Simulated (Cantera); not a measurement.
An isothermal, constant-pressure homogeneous reactor starts with 41.2 % CH₄, 57.7 % N₂, 1.11 % H₂O, at 1775 K and 0.00390 bar.

Detailed kinetics in Cantera: GRI-Mech 3.0 (53 species, 325 reactions). GRI-Mech 3.0 stops at C3 and has no aromatics, soot or wall deposition, so with more carbon than oxygen in the feed, carbon stays in small species such as C2H2 where larger ones or solid carbon would form. Radical loss at walls, strong at low pressure, is not modelled.

One state of this run: x CH₄ = 0.000710; x CH₃ = 9.17e-5; x C₂H = 7.07e-6; x CH₂ = 6.38e-7; x HCN = 3.37e-5. x: mole fraction; the columns are a selection and need not sum to one.

Which value of t (s) does it belong to?
(A) 0.00299
(B) 1.65
(C) 10.0
(D) 0.0182

C, 10.0
